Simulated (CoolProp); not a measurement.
Vapour pressure (bar) of normal hydrogen: the reference equation beside estimates from Tc = 33.1 K, pc = 12.96 bar, ω = -0.219. Clausius-Clapeyron is anchored at 25.1 K with a constant enthalpy of vaporisation of 0.8222 kJ/mol.

Computed with CoolProp (reference Helmholtz-energy equation of state, Leachman 2009).

```
T (K)  reference  Lee-Kesler  Clausius-Clapeyron  van der Waals  Redlich-Kwong  Soave-Redlich-Kwong  Peng-Robinson
-----  ---------  ----------  ------------------  -------------  -------------  -------------------  -------------
25.1       3.278       3.278               3.278          3.837          2.129                3.325          3.393
25.9       3.862       3.861               3.703          4.454          2.691                3.933          3.997
26.7       4.515       4.513               4.151          5.131          3.349                  ___          4.669
27.5       5.242         ___               4.624          5.870          4.109                5.360          5.412
28.3       6.047       6.042               5.118          6.672          4.979                6.186          6.230
29.2         ___       7.048               5.700          7.652          6.097                7.209          7.243
30         8.043       8.039               6.239          8.593          7.223                8.205          8.231
30.8       9.129       9.128                 ___          9.603          8.479                9.286          9.303
31.6       10.32       10.32                 ___          10.68          9.870                10.45          10.46
32.4       11.62       11.63               7.965          11.83          11.40                11.71            ___
```

Task: Fill in the missing entries.

Result: 
- 26.7, Soave-Redlich-Kwong: 4.610
- 27.5, Lee-Kesler: 5.238
- 29.2, reference: 7.054
- 30.8, Clausius-Clapeyron: 6.797
- 31.6, Clausius-Clapeyron: 7.372
- 32.4, Peng-Robinson: 11.72

Absolute difference from the reference over all 10 rows, mean and median: Lee-Kesler 0.0 and 0.0 %, Clausius-Clapeyron 16.7 and 17.3 %, van der Waals 9.4 and 9.4 %, Redlich-Kwong 16.8 and 15.6 %, Soave-Redlich-Kwong 1.8 and 1.9 %, Peng-Robinson 2.6 and 2.9 %.
